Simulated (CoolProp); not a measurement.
The numbers come from the reference Helmholtz-energy equation of state, Lemmon 2006 in CoolProp. It is a short technical equation, of lower accuracy than the large ones.

Problem. For nitrous oxide, give the phase and the density (kg/m³), cv (kJ/(kg K)), isothermal compressibility (1/MPa), fugacity coefficient at 261.7 K and 5780 kPa; 440.4 K and 5780 kPa; 480.1 K and 5780 kPa.

Solution. 
- 261.7 K and 5780 kPa: liquid; density 979, cv 0.909, isothermal compressibility 0.00484, fugacity coefficient 0.348
- 440.4 K and 5780 kPa: gas; density 75.6, cv 0.838, isothermal compressibility 0.188, fugacity coefficient 0.921
- 480.1 K and 5780 kPa: gas; density 67.5, cv 0.859, isothermal compressibility 0.183, fugacity coefficient 0.944
